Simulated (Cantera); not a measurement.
Input: 1 mol Si2H6, 5.1 mol O2, 0.18 mol CO2, at 1200 K and 34.0 Pa.

Equilibrium computed with Cantera from the NASA thermochemical tables; the gas is ideal and each condensed phase is pure. Candidate condensed phases: C, C6H6, C7H8, C8H18, H2O, Si, SiC, SiO2; 123 gas species. The feed counts by its element totals alone. The tables hold silica as quartz up to 1696 K and as liquid above; real silica turns to tridymite and cristobalite and melts near 1996 K. Rates play no part.

What is the equilibrium state?


```
Property                                    Value
--------------------------------------  ---------
x(H2O)                                      0.628
x(O2)                                       0.335
x(CO2)                                     0.0377
x(OH)                                     6.20e-5
n(SiO2(β-quartz))                        2.00 mol
gas amount                              4.780 mol
log10 activity of C(graphite) (absent)     -18.19
log10 activity of Si(s) (absent)           -26.32
```
